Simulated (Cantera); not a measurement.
An isothermal, constant-pressure homogeneous reactor starts with 0.424 % CH₄, 98.6 % H₂, 0.986 % O₂, at 2300 K and 2670 Pa.

Detailed kinetics in Cantera: GRI-Mech 3.0 (53 species, 325 reactions). Radical loss at walls, strong at low pressure, is not modelled.

x: mole fraction; the columns are a selection and need not sum to one.

| t (s) | x CH₄ | x H₂ | x O₂ | x CO₂ | x O |
|---|---|---|---|---|---|
| 0.000100 | ___ | 0.985 | 0.00965 | 9.28e-9 | 2.19e-6 |
| 0.000335 | ___ | 0.975 | 0.00642 | 1.29e-6 | 1.50e-5 |
| 0.00112 | ___ | 0.956 | 5.77e-6 | 4.00e-6 | 1.02e-6 |
| 0.00376 | ___ | 0.955 | 9.64e-9 | 1.31e-6 | 1.16e-6 |
| 0.0126 | ___ | 0.952 | 1.21e-8 | 3.44e-6 | 1.50e-6 |
| 0.0422 | ___ | 0.949 | 1.47e-8 | 7.52e-6 | 1.97e-6 |
| 0.141 | ___ | 0.942 | 1.93e-8 | 1.16e-5 | 2.86e-6 |
| 0.474 | 2.43e-12 | 0.929 | 3.45e-8 | 1.19e-5 | 5.13e-6 |
| 1.59 | 1.23e-12 | 0.924 | 4.24e-8 | 1.18e-5 | 6.29e-6 |
| 5.32 | 1.23e-12 | 0.923 | 4.25e-8 | 1.18e-5 | 6.31e-6 |
| 17.8 | 1.23e-12 | 0.923 | 4.25e-8 | 1.18e-5 | 6.31e-6 |
| 59.7 | 1.23e-12 | 0.923 | 4.25e-8 | 1.18e-5 | 6.31e-6 |
| 200 | 1.23e-12 | 0.923 | 4.25e-8 | 1.18e-5 | 6.31e-6 |

Q: Fill in the missing entries.

A: 
- 0.000100, x CH₄: 0.00417
- 0.000335, x CH₄: 0.00369
- 0.00112, x CH₄: 0.00257
- 0.00376, x CH₄: 0.00154
- 0.0126, x CH₄: 0.000511
- 0.0422, x CH₄: 0.000156
- 0.141, x CH₄: 1.39e-5
